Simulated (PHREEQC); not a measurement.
PHREEQC input (ion-association model, wateq4f.dat):

```
SOLUTION_MASTER_SPECIES
  An  An-  0  An  62.0  # stands for a non-complexing anion
SOLUTION_SPECIES
  An- = An-
    -log_k 0
    -gamma 3.0 0
PHASES
  Fix_H+
    H+ = H+
    -log_k 0
SOLUTION 1
  temp 25
  units mmol/kgw
  pH 7 charge
  S(6) 0.011
  Na 5.022
  B 0.03
  An 5
END
SELECTED_OUTPUT 1
  -reset false
  -pH true
  -pe true
  -ionic_strength true
  -water true
  -totals B Na S S(-2) S(6)
  -molalities Hfo_wOH Hfo_wOH2+ Hfo_wO- Hfo_sOH Hfo_sOH2+ Hfo_sO- Hfo_wSO4- Hfo_wOHSO4-2 Hfo_wH2BO3
  -saturation_indices Mirabilite
USER_PUNCH 1
  -headings sigma psi
  10 PUNCH EDL("sigma", "Hfo"), EDL("psi", "Hfo")
PRINT
  -reset false
USE solution 1
SURFACE 1
  Hfo_wOH 2.24719e-05 600 0.01
  Hfo_sOH 5.61798e-07
EQUILIBRIUM_PHASES 1
  Fix_H+ -3 HAn 10
    -force_equality true
  O2(g) -0.68 10
END
# ... the last block is repeated for the other 12 points of pH, with NaOH or the acid as the point needs
```

Selected output (columns that matter, 13 of 13 rows; pH added in front):

```
pH	mu	B	Na	S	m_Hfo_wOH	m_Hfo_wOH2+	m_Hfo_wO-	m_Hfo_sOH	m_Hfo_sOH2+	m_Hfo_sO-	m_Hfo_wSO4-	si_Mirabilite	sigma	psi
3	0.0061042	3e-05	0.005022	2.4203e-06	2.4544e-07	1.3647e-05	1.0113e-10	9.9257e-09	5.5187e-07	4.0896e-12	8.2826e-06	-9.3533	0.085581	0.15055
3.5	0.0053662	3e-05	0.005022	2.6023e-06	6.8773e-07	1.3386e-05	8.0946e-10	2.7452e-08	5.3431e-07	3.2311e-11	7.617e-06	-9.2889	0.076241	0.14794
4	0.0051344	3e-05	0.005022	3.2539e-06	1.7035e-06	1.3017e-05	5.1069e-09	6.499e-08	4.9661e-07	1.9484e-10	6.1425e-06	-9.181	0.066879	0.14238
4.5	0.0050619	3e-05	0.005022	4.3987e-06	3.6612e-06	1.2184e-05	2.5205e-08	1.2961e-07	4.313e-07	8.9224e-10	4.1272e-06	-9.0465	0.056503	0.13416
5	0.0050399	2.9999e-05	0.005022	5.9439e-06	6.7776e-06	1.0538e-05	9.9864e-08	2.1864e-07	3.3994e-07	3.2216e-09	2.2146e-06	-8.9147	0.046264	0.12413
5.5	0.0050339	2.9999e-05	0.005022	7.6687e-06	1.0683e-05	8.1345e-06	3.2142e-07	3.1359e-07	2.3877e-07	9.4348e-09	9.2026e-07	-8.8037	0.03699	0.11289
6	0.0050329	2.9998e-05	0.005022	9.2717e-06	1.427e-05	5.6459e-06	8.2621e-07	3.865e-07	1.5292e-07	2.2378e-08	2.8605e-07	-8.7212	0.028621	0.10013
6.5	0.005033	2.9998e-05	0.005022	1.042e-05	1.6412e-05	3.8931e-06	1.5849e-06	4.212e-07	9.9917e-08	4.0677e-08	6.167e-08	-8.6705	0.020401	0.083697
7	0.005033	2.9998e-05	0.005022	1.0895e-05	1.7102e-05	3.1049e-06	2.1579e-06	4.296e-07	7.7995e-08	5.4207e-08	8.7796e-09	-8.6511	0.012368	0.060989
7.5	0.0050333	2.9998e-05	0.0050225	1.0987e-05	1.7227e-05	2.8076e-06	2.4216e-06	4.3098e-07	7.0238e-08	6.0582e-08	9.9358e-10	-8.6474	0.0059553	0.034185
8	0.0050354	2.9998e-05	0.0050248	1.0999e-05	1.7247e-05	2.6426e-06	2.5787e-06	4.3125e-07	6.6074e-08	6.4479e-08	1.0591e-10	-8.6466	0.0010059	0.0061932
8.5	0.0050411	2.9998e-05	0.0050306	1.1e-05	1.7245e-05	2.5013e-06	2.7237e-06	4.3116e-07	6.2537e-08	6.8099e-08	1.1186e-11	-8.6456	-0.0036723	-0.021976
9	0.0050552	2.9999e-05	0.0050449	1.1e-05	1.7225e-05	2.337e-06	2.9085e-06	4.3065e-07	5.8429e-08	7.2716e-08	1.194e-12	-8.6434	-0.0094206	-0.049839
```

The oxide is taken as insoluble; below pH 4 it would dissolve.
